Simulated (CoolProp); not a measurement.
R1234yf along the isobar 1.53 MPa: density (kg/m³) from the reference equation and from simpler models built on Tc = 367.8 K, pc = 3.384 MPa, ω = 0.276; each cubic takes its own stable root.

The numbers come from the reference Helmholtz-energy equation of state, Lemmon 2022 in CoolProp.

| T (K) | phase | reference |
|---|---|---|
| 343 | gas | 81.42 |
| 347.8 | gas | 78.60 |
| 352.6 | gas | 76.10 |
| 357.4 | gas | 73.85 |
| 362.2 | gas | 71.81 |
| 367 | gas | 69.93 |
| 371.7 | gas | 68.24 |
| 376.5 | gas | 66.63 |
| 381.3 | gas | 65.13 |
| 386.1 | gas | 63.73 |
| 390.9 | gas | 62.41 |
| 395.7 | gas | 61.17 |
| 400.4 | gas | 60.02 |
| 405.2 | gas | 58.90 |
| 410 | gas | 57.84 |

Q: How far does each simpler model (ideal gas, Soave-Redlich-Kwong, Peng-Robinson) lie from the reference over these 15 states: mean and median of the absolute difference, and the worst?

A: 
- ideal gas: mean 17.0 %, median 16.3 %, worst -24.9 % at 343 K and 1.53 MPa
- Soave-Redlich-Kwong: mean 0.9 %, median 0.7 %, worst -1.8 % at 343 K and 1.53 MPa
- Peng-Robinson: mean 1.1 %, median 1.2 %, worst +1.2 % at 386.1 K and 1.53 MPa
